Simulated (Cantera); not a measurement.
## Pyrogenic steam for wet oxidation

A perfectly stirred reactor is fed with H2 : O2 : N2 = 1.6 : 1 : 11 (molar parts), equivalence ratio 0.80, at 0.310 bar; it is held at 948 K, and followed from long to short residence time.

Computed with Cantera and GRI-Mech 3.0 (53 species, 325 reactions). Below about 950 K walls govern HO2 and H2O2 in real vessels. The temperature is held fixed by assumption; the heat of reaction is taken as removed at once.

| τ (s) | x H2 | x O2 | x NO2 | x HO2 | x O | x N2O |
|---|---|---|---|---|---|---|
| 0.37 | 0.00290 | 0.0170 | 1.35e-10 | 7.43e-6 | 2.58e-5 | 4.88e-8 |
| 0.20 | 0.00386 | 0.0175 | 1.17e-10 | 7.92e-6 | 3.82e-5 | 4.03e-8 |
| 0.11 | 0.00512 | 0.0181 | 1.01e-10 | 8.42e-6 | 5.51e-5 | 3.29e-8 |
| 0.057 | 0.00701 | 0.0191 | 8.50e-11 | 9.04e-6 | 8.12e-5 | 2.61e-8 |
| 0.031 | 0.00940 | 0.0203 | 7.26e-11 | 9.69e-6 | 0.000115 | 2.09e-8 |
| 0.016 | 0.0129 | 0.0221 | 6.12e-11 | 1.05e-5 | 0.000165 | 1.63e-8 |
| 0.0087 | 0.0173 | 0.0243 | 5.22e-11 | 1.15e-5 | 0.000227 | 1.28e-8 |
| 0.0047 | 0.0230 | 0.0272 | 4.42e-11 | 1.26e-5 | 0.000311 | 1.00e-8 |
| 0.0025 | 0.0307 | 0.0312 | 3.68e-11 | 1.39e-5 | 0.000421 | 7.61e-9 |
| 0.0013 | 0.0409 | 0.0365 | 2.92e-11 | 1.53e-5 | 0.000560 | 5.56e-9 |
x: mole fraction; the columns are a selection and need not sum to one.
